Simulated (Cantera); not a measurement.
**Thermodynamics of silicon oxide and oxynitride deposition, feed HMDSO + N₂O + N₂**

Input: 1 mol HMDSO, 0.27 mol N₂O, 13 mol N₂, held at 0.710 bar.

Cantera equilibrium calculation (NASA polynomials, part measured and part estimated; ideal gas, pure solids and liquids). Candidate condensed phases: C, C₆H₆, C₇H₈, C₈H₁₈, H₂O, Si, SiC, SiO₂, Si₂N₂O, Si₃N₄; 151 gas species. The feed counts by its element totals alone. Mutual solubility and eutectic melting of coexisting phases are not modelled. Equilibrium is a limit: real reactors are often held back by kinetics, nucleation or transport.

| T (°C) | x N₂ | x H₂ | x CO | x HCN | x H | x SiO | x HNC | n C(graphite) | n SiC(s) | n Si₂N₂O(s) |
|---|---|---|---|---|---|---|---|---|---|---|
| 1475 | 0.567 | 0.410 | 0.0202 | 0.00228 | 0.000174 | 9.59e-5 | 7.67e-5 | 5.16 | 0.344 | 0.827 |
| 1500 | 0.565 | 0.394 | 0.0386 | 0.00253 | 0.000212 | 0.000198 | 9.04e-5 | 3.84 | 1.22 | 0.387 |
| 1525 | 0.562 | 0.380 | 0.0536 | 0.00281 | 0.000258 | 0.000296 | 0.000106 | 2.67 | 1.99 | 0 |
| 1550 | 0.562 | 0.380 | 0.0536 | 0.00317 | 0.000317 | 0.000318 | 0.000127 | 2.66 | 1.99 | 0 |
| 1575 | 0.562 | 0.380 | 0.0536 | 0.00356 | 0.000388 | 0.000341 | 0.000150 | 2.65 | 1.99 | 0 |
| 1600 | 0.562 | 0.380 | 0.0536 | 0.00399 | 0.000472 | 0.000364 | 0.000177 | 2.64 | 1.99 | 0 |
| 1625 | 0.561 | 0.379 | 0.0535 | 0.00446 | 0.000571 | 0.000389 | 0.000208 | 2.63 | 1.99 | 0 |
x: gas mole fraction; n: condensed amount in mol.

From 1475 °C to 1500 °C the condensed part is C(graphite) + SiC(s) + Si₂N₂O(s). From 1525 °C to 1625 °C the condensed part is C(graphite) + SiC(s). The main Si-bearing gas is SiO throughout.
